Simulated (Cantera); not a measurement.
Input (Python, Cantera) and output of one run.

```python
import numpy as np
import cantera as ct

gas_names = """
    CL CL2 H HCL H2 Si SiCL SiCL2 SiCL3 SiCL4 SiH SiHCL3 SiH2 SiH2CL2 SiH3 SiH3CL SiH4 Si2 Si3
""".split()
cond_names = """
    Si(cr) Si(L)
""".split()


# ... load() reads the species with a 1 bar reference pressure and builds the phases ...
atoms = {
    'SiCl4': {'Si': 1, 'CL': 4},
    'HCl': {'H': 1, 'CL': 1},
    'H2': {'H': 2},
}
top_T = {}  # K; cautious upper limits of use, not melting points


# ... equilibrate(T, P, feed) seeds the gas with the atoms and calls Mixture.equilibrate('TP', solver="vcs", rtol=1e-11, max_steps=5000) ...
results = []
feed = {'SiCl4': 1, 'HCl': 5.8, 'H2': 0.45}  # mol
T = 1475  # K
P = 13332.2  # Pa
mix = equilibrate(T, P, feed)
results.append((T, P, feed, dict(zip(mix.species_names, mix.species_moles))))
x = sorted(zip(gas.X, gas.species_names), reverse=True)
print(f"T = {T:g} K  P = {P:g} Pa  gas = {mix.phase_moles(0):.4g} mol")
print("   x: " + "  ".join(f"{s} {v:.3e}" for v, s in x if v > 0.001))
print("   condensed (mol): " + ("  ".join(f"{mix.phase(i).name} {mix.phase_moles(i):.4g}"
      for i in range(1, mix.n_phases) if mix.phase_moles(i) > 1e-12) or "none"))
```

Result:

```
T = 1475 K  P = 13332.2 Pa  gas = 7.305 mol
   x: HCL 8.096e-01  SiCL4 1.238e-01  H2 5.344e-02  SiCL3 9.702e-03  SiCL2 2.586e-03
   condensed (mol): none
```

Cantera equilibrium calculation (NASA polynomials, part measured and part estimated; ideal gas, pure solids and liquids). The tables' values for SiCl3 are old estimates; treat these amounts as uncertain.
